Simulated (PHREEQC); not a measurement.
1 kg of water holding 0.42 mol NaOH and 0.57 mol Na2SO4 is evaporated at 40 °C; the solids stay in contact with the brine. No CO2 enters from the air. The run lets Mirabilite, Thenardite precipitate or redissolve, and no other solid.

Model: Pitzer model, pitzer.dat, run in PHREEQC.

Task: Predict ionic strength at water left (kg) = 0.5552, 0.3082.

Result: 
```json
[
 {"water left (kg)": "0.5552", "ionic strength": "3.84"},
 {"water left (kg)": "0.3082", "ionic strength": "6.91"}
]
```

Complexes and solids missing from the database can't appear. Constants without temperature data keep their 25 °C values here.
